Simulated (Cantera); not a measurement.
What does this Cantera script print?

```python
import numpy as np
import cantera as ct

gas_names = [...]  # 113 gases of nasa_gas.yaml made of C, H, O, Ta
cond_names = """
    C(gr) C6H6(L) C7H8(L) C8H18(L),n-octa H2O(s) H2O(L) Ta(cr) Ta(L) TaC(s) TaC(L) Ta2O5(s) Ta2O5(L)
""".split()


# ... load() reads the species with a 1 bar reference pressure and builds the phases ...
atoms = {
    'Ta2O5': {'Ta': 2, 'O': 5},
    'CO': {'C': 1, 'O': 1},
    'CH4': {'C': 1, 'H': 4},
}
top_T = {'C(gr)': 4500}  # K; cautious upper limits of use, not melting points


# ... equilibrate(T, P, feed) seeds the gas with the atoms and calls Mixture.equilibrate('TP', solver="vcs", rtol=1e-11, max_steps=5000) ...
results = []
T = 2475  # K
P = 133.322  # Pa
for m in [0.38, 0.84, 1.3, 1.8, 2.2, 2.7, 3.1, 3.6, 4.1, 4.5, 5, 5.4, 5.9]:
    feed = {'Ta2O5': 1, 'CO': 1.7, 'CH4': m}  # mol
    mix = equilibrate(T, P, feed)
    results.append((T, P, feed, dict(zip(mix.species_names, mix.species_moles))))

top = {s: max(r[3][s] / sum(r[3][g] for g in gas_names) for r in results) for s in gas_names}
cols = sorted((s for s in top if top[s] > 0.001), key=lambda s: -top[s])[:7]
seen = [c for c in cond_names if any(r[3].get(c, 0) > 1e-12 for r in results)]
print("log10 of partial pressures in bar; condensed amounts in mol")
print(f"{'n(CH4)':>10s}" + "".join(f"{s[:9]:>10s}" for s in cols + seen))
for T, P, feed, n in results:
    ng = sum(n[g] for g in gas_names)
    print(f"{feed['CH4']:10.4g}" + "".join(f"{np.log10(max(n[s] / ng * P / 1e5, 1e-99)):10.3f}" for s in cols)
          + "".join(f"{n.get(c, 0):10.4g}" for c in seen))
```

It prints:

```
log10 of partial pressures in bar; condensed amounts in mol
    n(CH4)        CO         H        H2      TaO2       TaO       H2O       CO2    Ta(cr)    TaC(s)  Ta2O5(L)
      0.38    -3.157    -3.599    -3.902    -3.631    -4.842    -5.429    -5.472         0         0    0.6311
      0.84    -3.284    -3.512    -3.728    -3.546    -4.589    -5.424    -5.767         0         0    0.2459
       1.3    -3.339    -3.471    -3.645    -3.592    -4.301    -5.675    -6.155         0         0         0
       1.8    -3.349    -3.429    -3.563    -3.772    -4.161    -5.913    -6.486    0.1386         0         0
       2.2    -3.352    -3.406    -3.516    -3.891    -4.220    -5.926    -6.548     0.345         0         0
       2.7    -3.354    -3.385    -3.473    -4.047    -4.298    -5.961    -6.629    0.6091         0         0
       3.1    -3.355    -3.372    -3.447    -4.186    -4.368    -6.004    -6.699    0.8258         0         0
       3.6    -3.356    -3.359    -3.422    -4.391    -4.470    -6.081    -6.803     1.104         0         0
       4.1    -3.356    -3.348    -3.401    -4.670    -4.610    -6.200    -6.943     1.395         0         0
       4.5    -3.356    -3.341    -3.386    -5.031    -4.790    -6.366    -7.123     1.641         0         0
         5    -3.355    -3.333    -3.370    -9.030    -6.790    -8.349    -9.122     1.995  0.002592         0
       5.4    -3.377    -3.326    -3.356    -9.074    -6.812    -8.357    -9.165     1.595    0.4026         0
       5.9    -3.403    -3.318    -3.340    -9.125    -6.837    -8.367    -9.217     1.095    0.9026         0
```

Equilibrium computed with Cantera from the NASA thermochemical tables; the gas is ideal and each condensed phase is pure. Mutual solubility and eutectic melting of coexisting phases are not modelled. TaC: taken at fixed stoichiometry. Condensed phases not in the tables: Ta2C, N, O or C dissolved in the metal.
